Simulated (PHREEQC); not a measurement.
Solution (20 °C): 1.1 mmol/kgw Pb(NO3)2, 0.062 mmol/kgw KBr and 180 mmol/kgw Cu(NO3)2. Closed to the air; pH follows from the charge balance.

Model: ion-association model, phreeqc.dat, run in PHREEQC.

Precipitation was switched off in this run.

Q: What pH, activity of water does the model give?

A: pH 4.17; activity of water 0.991.

Q: In which forms is Pb present?

A: PbNO3+ 57 %, Pb+2 43 % of the Pb.

Complexes and solids missing from the database can't appear.
